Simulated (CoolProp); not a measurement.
Vapour pressure (bar) of octamethyltrisiloxane (MDM): the reference equation beside estimates from Tc = 565.4 K, pc = 14.38 bar, ω = 0.528.

Computed with CoolProp (reference Helmholtz-energy equation of state, Thol 2017).

| T (K) | reference | Lee-Kesler | Soave-Redlich-Kwong |
|---|---|---|---|
| 255.8 | 0.0001719 | 0.0002098 | 0.0002112 |
| 279.7 | 0.001347 | 0.001501 | 0.001513 |
| 303.7 | 0.007121 | 0.007502 | 0.007552 |
| 327.6 | 0.02759 | 0.02814 | 0.02825 |
| 351.6 | 0.08502 | 0.08521 | 0.08532 |
| 375.5 | 0.2173 | 0.2161 | 0.2160 |
| 399.5 | 0.4830 | 0.4787 | 0.4787 |
| 423.4 | 0.9554 | 0.9461 | 0.9486 |
| 447.4 | 1.731 | 1.714 | 1.727 |
| 471.3 | 2.910 | 2.884 | 2.920 |
| 495.3 | 4.625 | 4.592 | 4.670 |

Absolute difference from the reference over all 11 rows, mean and median: Lee-Kesler 4.2 and 1.0 %, Soave-Redlich-Kwong 4.3 and 0.9 %.
